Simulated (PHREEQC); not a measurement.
Sulfide liquor (model solution)

Dissolve 0.0078 mol/kgw NaHS, 0.0081 mol/kgw NaHCO3 and 0.00027 mol/kgw FeCl2 at 25 °C. Closed to the air; pH follows from the charge balance.

Model: ion-association model with the Debye-Hückel limiting law, wateq4f.dat, run in PHREEQC.

This is a speciation only: nothing precipitates in the calculation.

Problem. Predict the pH, ionic strength.

Solution. pH 8.50; ionic strength 0.0160 mol/kgw.

Problem. In which forms is C present?

Solution. HCO3- 96 %, CO3-2 2.2 %, NaHCO3 0.6 %, CO2 0.6 % of the C.

Saturation is exceeded, for instance for Mackinawite, FeS(ppt); the values hold only as long as no solid forms. The polysulfide entries of wateq4f.dat were taken out for this run.
